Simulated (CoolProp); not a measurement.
Hexamethyldisiloxane (MM) along the isotherm 390.9 K: Z from the reference equation and from simpler models built on Tc = 518.7 K, pc = 1931 kPa, ω = 0.418; each cubic takes its own stable root.

The numbers come from the reference Helmholtz-energy equation of state, Thol 2016 in CoolProp.

| p (kPa) | phase | reference | van der Waals | Redlich-Kwong | Soave-Redlich-Kwong |
|---|---|---|---|---|---|
| 1210 | liquid | 0.09196 | 0.1501 | 0.1052 | 0.09839 |
| 2410 | liquid | 0.1820 | 0.2904 | 0.2057 | 0.1938 |
| 3620 | liquid | 0.2717 | 0.4264 | 0.3041 | 0.2881 |
| 4830 | liquid | 0.3605 | 0.5587 | 0.4001 | 0.3809 |
| 6030 | liquid | 0.4477 | 0.6870 | 0.4935 | 0.4716 |
| 7240 | liquid | 0.5348 | 0.8141 | 0.5859 | 0.5618 |
| 8450 | liquid | 0.6213 | 0.9393 | 0.6770 | 0.6510 |
| 9660 | liquid | 0.7070 | 1.063 | 0.7669 | 0.7393 |
